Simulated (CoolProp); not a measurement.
Properties of dodecamethylcyclohexasiloxane (D6) along the isobar 5.11 MPa (Tc = 372.6 °C, pc = 0.9614 MPa, ω = 0.736).

Computed with CoolProp (reference Helmholtz-energy equation of state, Colonna 2008). It is a short technical equation, of lower accuracy than the large ones.

| T (°C) | phase | Z | cp (kJ/(kg K)) | isothermal compressibility (1/MPa) | expansivity (1/kK) |
|---|---|---|---|---|---|
| 68.05 | liquid | 0.8565 | 1.649 | 0.002961 | ? |
| 107.65 | liquid | 0.8026 | 1.728 | 0.003717 | 1.160 |
| 147.25 | liquid | ? | 1.807 | 0.004726 | 1.228 |
| 186.85 | liquid | 0.7324 | 1.884 | 0.006113 | 1.316 |
| 226.55 | liquid | 0.7119 | 1.957 | 0.008098 | 1.431 |
| 266.15 | liquid | ? | 2.028 | 0.01104 | 1.585 |
| 305.75 | liquid | ? | 2.095 | ? | 1.789 |
| 345.35 | liquid | 0.7040 | 2.160 | ? | 2.053 |

**Question.** Fill in the missing entries.

**Answer.** 
- 68.05, expansivity (1/kK): 1.107
- 147.25, Z: 0.7621
- 266.15, Z: 0.7002
- 305.75, Z: 0.6972
- 305.75, isothermal compressibility (1/MPa): 0.01559
- 345.35, isothermal compressibility (1/MPa): 0.02282
